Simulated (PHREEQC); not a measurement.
Solution (25 °C): 0.66 mol KOH, 0.0002 mol K2SO4, 9e-05 mol CO2 and 0.065 mol H3PO4 per kg of water. Closed to the air; pH follows from the charge balance.

Model: ion-association model, phreeqc.dat, run in PHREEQC.

| Property | Value |
|---|---|
| pH | 13.44 |
| ionic strength | 0.855 mol/kgw |
| activity of water | 0.980 |
| density | 1.032 g/cm³ |
| total alkalinity | 595 meq/kg |

```json
[
 {"species": "K+", "molality": "0.660", "activity": "0.402", "log γ": "-0.216"},
 {"species": "OH-", "molality": "0.465", "activity": "0.275", "log γ": "-0.229"},
 {"species": "PO4-3", "molality": "0.0646", "activity": "0.000784", "log γ": "-1.916"},
 {"species": "HPO4-2", "molality": "0.000352", "activity": "6.27e-5", "log γ": "-0.749"},
 {"species": "SO4-2", "molality": "0.000117", "activity": "1.94e-5", "log γ": "-0.783"},
 {"species": "CO3-2", "molality": "9.00e-5", "activity": "1.74e-5", "log γ": "-0.714"}
]
```

No solid was allowed to form. Ionic strength above about 0.7 mol/kgw puts this run outside the model's range.
